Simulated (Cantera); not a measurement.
Input (Python, Cantera) and output of one run.

```python
import numpy as np
import cantera as ct

gas_names = """
    O2 CL2
""".split()
cond_names = """
    Ca(L) CaCL2(L) CaO(s)
""".split()


# ... load() reads the species with a 1 bar reference pressure and builds the phases ...
species = {s.name: s for s in load("nasa_gas.yaml", gas_names) + load("nasa_condensed.yaml", cond_names)}
T = 1725
g = {n: (s.thermo.h(T) - T * s.thermo.s(T)) / (ct.gas_constant * T * np.log(10)) for n, s in species.items()}
valid = cond_names  # the entries whose range holds T


def stable(la, lb):
    # potentials (over RT ln 10) of the two non-metals from log10 p(O2) and log10 p(CL2) in bar
    mu = {}
    mu["O"] = (g["O2"] + la) / 2
    mu["Cl"] = (g["CL2"] + lb) / 2
    cost = {}
    for n in valid:
        c = species[n].composition
        cost[n] = (g[n] - sum(c.get(e, 0) * m for e, m in mu.items())) / c["Ca"]
    return min(cost, key=cost.get)


results = []
for lb in [1, -0.2, -1.3, -2.5, -3.7, -4.8, -6, -7.2, -8.3, -9.5, -10.7, -11.8, -13]:
    row = [stable(la, lb) for la in [-18, -17.2, -16.4, -15.5, -14.7, -13.9, -13.1, -12.3, -11.5, -10.6, -9.8, -9, -8.2, -7.4, -6.5, -5.7, -4.9, -4.1, -3.3, -2.5, -1.6, -0.8, 0]]
    results.append(row)
    print(f"{lb:6.1f}  " + " ".join(f"{valid.index(n):x}" for n in row))
print("key: " + ", ".join(f"{i:x} {n}" for i, n in enumerate(valid)))
```

It prints:

```
   1.0  1 1 1 1 1 1 1 1 1 1 1 1 1 1 1 1 1 1 1 1 1 1 1
  -0.2  1 1 1 1 1 1 1 1 1 1 1 1 1 1 1 1 1 1 1 1 1 1 1
  -1.3  1 1 1 1 1 1 1 1 1 1 1 1 1 1 1 1 1 1 1 1 1 1 1
  -2.5  1 1 1 1 1 1 1 1 1 1 1 1 1 1 1 1 1 1 1 1 1 1 1
  -3.7  1 1 1 1 1 1 1 1 1 1 1 1 1 1 1 1 1 1 1 1 1 2 2
  -4.8  1 1 1 1 1 1 1 1 1 1 1 1 1 1 1 1 1 1 2 2 2 2 2
  -6.0  1 1 1 1 1 1 1 1 1 1 1 1 1 1 1 2 2 2 2 2 2 2 2
  -7.2  1 1 1 1 1 1 1 1 1 1 1 1 1 2 2 2 2 2 2 2 2 2 2
  -8.3  1 1 1 1 1 1 1 1 1 1 2 2 2 2 2 2 2 2 2 2 2 2 2
  -9.5  1 1 1 1 1 1 1 2 2 2 2 2 2 2 2 2 2 2 2 2 2 2 2
 -10.7  1 1 1 1 2 2 2 2 2 2 2 2 2 2 2 2 2 2 2 2 2 2 2
 -11.8  1 2 2 2 2 2 2 2 2 2 2 2 2 2 2 2 2 2 2 2 2 2 2
 -13.0  2 2 2 2 2 2 2 2 2 2 2 2 2 2 2 2 2 2 2 2 2 2 2
key: 0 Ca(L), 1 CaCL2(L), 2 CaO(s)
```

Standard-state values (1 bar) from the NASA 1993 polynomials, evaluated with Cantera. Not in the tables: oxide halides.
